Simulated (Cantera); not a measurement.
A closed system holds: 1 mol CaCO₃, 0.36 mol H₂O, 0.45 mol CO₂, at 1725 K and 0.308 Torr.

Cantera equilibrium calculation (NASA polynomials, part measured and part estimated; ideal gas, pure solids and liquids). Candidate condensed phases: C, C₆H₆, C₇H₈, C₈H₁₈, Ca, CaCO₃, CaO, Ca(OH)₂, H₂O; 115 gas species. Kinetics and transport are ignored.

Base state: CO₂ 0.760, H₂O 0.192, CO 0.0284, O₂ 0.0146, OH 0.00215, H₂ 0.00204, H 0.000415, O 0.000346 (mole fractions); condensed: CaO(s).

What changes in the equilibrium state with this change: H₂O from 0.36 to 0.23 mol?


```tsv
species	before	after
CO₂	0.760	0.819
H₂O	0.192	0.132
CO	0.0284	0.0300
O₂	0.0146	0.0152
H₂	0.00204	0.00138
H	0.000415	0.000340
OH	0.00215	0.00180
CaO(s), mol	1.000	1.000
```

What changes in the equilibrium state with this change: pressure from 0.308 Torr to 100 Torr?


| species | before | after |
|---|---|---|
| CO₂ | 0.760 | 0.795 |
| H₂O | 0.192 | 0.198 |
| CO | 0.0284 | 0.00425 |
| O₂ | 0.0146 | 0.00219 |
| H | 0.000415 | 8.82e-6 |
| O | 0.000346 | 7.45e-6 |
| CaO(s), mol | 1.000 | 1.000 |

What changes in the equilibrium state with this change: CaCO₃ replaced by Mg(OH)₂?


| species | before | after |
|---|---|---|
| H₂O | 0.192 | 0.730 |
| CO₂ | 0.760 | 0.235 |
| CO | 0.0284 | 0.0109 |
| O₂ | 0.0146 | 0.00943 |
| H₂ | 0.00204 | 0.00965 |
| H | 0.000415 | 0.000901 |
| OH | 0.00215 | 0.00376 |
| O | 0.000346 | 0.000278 |
| CaO(s), mol | 1.000 | 0 |
| MgO(s), mol | 0 | 1.000 |
Further candidate phases: Mg, MgCO₃, MgO, Mg(OH)₂.
